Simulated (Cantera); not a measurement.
Feed: 1 mol PbO, 0.017 mol O₂, 2.5 mol H₂, equilibrated at 61000 Pa.

Method: chemical equilibrium by Gibbs-energy minimisation in Cantera with the NASA 1993 tables (ideal gas, pure condensed phases). Candidate condensed phases: H₂O, Pb, PbO, PbO₂, Pb₃O₄; 12 gas species. Kinetics and transport are ignored.

Question: Which condensed phases are stable at each of these points (T (K)): 523, 548, 573, 598, 623, 648, 673?

Answer: 
```json
[
 {"T (K)": "523", "condensed phases": "Pb(s)", "Pb condensed (%)": "100.0"},
 {"T (K)": "548", "condensed phases": "Pb(s)", "Pb condensed (%)": "100.0"},
 {"T (K)": "573", "condensed phases": "Pb(s)", "Pb condensed (%)": "100.0"},
 {"T (K)": "598", "condensed phases": "Pb(s)", "Pb condensed (%)": "100.0"},
 {"T (K)": "623", "condensed phases": "Pb(l)", "Pb condensed (%)": "100.0"},
 {"T (K)": "648", "condensed phases": "Pb(l)", "Pb condensed (%)": "100.0"},
 {"T (K)": "673", "condensed phases": "Pb(l)", "Pb condensed (%)": "100.0"}
]
```

From 523 K to 598 K the condensed part is Pb(s). From 623 K to 673 K the condensed part is Pb(l).
